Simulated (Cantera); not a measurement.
Feed: 1 mol Si₂Cl₆, 6.9 mol NH₃, 55 mol N₂, equilibrated at 1698.15 K.

Equilibrium computed with Cantera from the NASA thermochemical tables; the gas is ideal and each condensed phase is pure. Candidate condensed phases: NH₄Cl, Si, Si₃N₄; 28 gas species. The feed counts by its element totals alone. Equilibrium is a limit: real reactors are often held back by kinetics, nucleation or transport.

Q: What share of the Si ends up in condensed phases as a function of P (Pa), at 5, 15, 45, 140, 410, 1200, 3700, 11000, 33000, 100000?

A: 
| P (Pa) | Si condensed (%) | as |
|---|---|---|
| 5 | 0.0 | - |
| 15 | 0.0 | - |
| 45 | 0.0 | - |
| 140 | 3.1 | Si(l) |
| 410 | 16.2 | Si₃N₄(s) |
| 1200 | 33.4 | Si₃N₄(s) |
| 3700 | 51.3 | Si₃N₄(s) |
| 11000 | 66.7 | Si₃N₄(s) |
| 33000 | 78.7 | Si₃N₄(s) |
| 100000 | 86.8 | Si₃N₄(s) |
